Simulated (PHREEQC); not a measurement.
Dissolve 0.29 mol HNO3, 0.00021 mol K2SO4 and 9.7e-05 mol H3BO3 per kg of water at 25 °C. Closed to the air; pH follows from the charge balance.

The numbers come from PHREEQC with the ion-association model, phreeqc.dat.

```tsv
quantity	before	after
pH	0.64	-0.03
HSO4- (mol/kgw)	0.000186	0.000197
SO4-2 (mol/kgw)	2.43e-5	1.28e-5
KSO4- (mol/kgw)	1.72e-8	4.51e-9
```

Task: Name the change that produced these shifts.
(A) diluted 10-fold with water
(B) H3BO3 replaced by NaBF4 at the same molality
(C) HNO3 left out
(D) HNO3 from 0.29 to 1.45 mol/kgw
(E) temperature from 25 to 65 °C

Result: D, HNO3 from 0.29 to 1.45 mol/kgw

No solid was allowed to form. The ionic strength passes 0.7 mol/kgw, the rough limit of the ion-association models, in after.
